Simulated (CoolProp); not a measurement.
n-hexane along the isotherm 561.7 K: density (kg/m³) from the reference equation and from simpler models built on Tc = 507.8 K, pc = 3.044 MPa, ω = 0.300; each cubic takes its own stable root.

Model: reference Helmholtz-energy equation of state, Thol 2019, in CoolProp.

| p (MPa) | phase | reference |
|---|---|---|
| 0.476 | gas | 9.142 |
| 0.951 | gas | 19.07 |
| 1.43 | gas | 30.09 |
| 1.9 | gas | 42.11 |
| 2.38 | gas | 55.96 |
| 2.85 | gas | 71.54 |
| 3.33 | supercritical | 90.21 |
| 3.81 | supercritical | 112.7 |
| 4.28 | supercritical | 139.6 |
| 4.76 | supercritical | 172.8 |
| 5.23 | supercritical | 208.6 |
| 5.71 | supercritical | 243.2 |
| 6.18 | supercritical | 271.1 |
| 6.66 | supercritical | 293.5 |
| 7.13 | supercritical | 310.8 |
| 7.61 | supercritical | 325.3 |

How far does each simpler model (van der Waals, Redlich-Kwong, Peng-Robinson) lie from the reference over these 16 states: mean and median of the absolute difference, and the worst?


- van der Waals: mean 6.8 %, median 4.3 %, worst -17.7 % at 561.7 K and 7.61 MPa
- Redlich-Kwong: mean 3.3 %, median 2.7 %, worst -7.8 % at 561.7 K and 7.61 MPa
- Peng-Robinson: mean 3.5 %, median 1.8 %, worst -8.0 % at 561.7 K and 6.66 MPa
